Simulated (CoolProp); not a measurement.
Vapour-liquid equilibrium of R134a (1) + R1234ze(E) (2) at 297.1 K; x and y are mole fractions of (1).

Values from CoolProp's multi-fluid Helmholtz-energy mixture model, Tillner-Roth 1994 and Thol 2016; pair parameters Bell 2022.

```
x     bubble pressure (MPa)  y at the bubble point  dew pressure at overall composition x (MPa)  liquid density (mol/L)
----  ---------------------  ---------------------  -------------------------------------------  ----------------------
0.05                 0.4963                  0.071                                       0.4922                   10.30
0.15                 0.5203                  0.199                                       0.5111                   10.44
0.25                 0.5414                  0.312                                       0.5299                   10.59
0.35                 0.5600                  0.415                                       0.5483                   10.74
0.45                 0.5767                  0.512                                       0.5662                   10.89
0.55                 0.5918                  0.604                                       0.5831                   11.06
0.65                 0.6054                  0.693                                       0.5990                   11.23
0.75                 0.6179                  0.781                                       0.6136                   11.40
0.85                 0.6293                  0.869                                       0.6269                   11.58
0.95                 0.6399                  0.956                                       0.6391                   11.77
```

No azeotrope shows between x = 0.05 and 0.95.

The pair parameters rest on a limited set of measurements; away from them the model extrapolates.
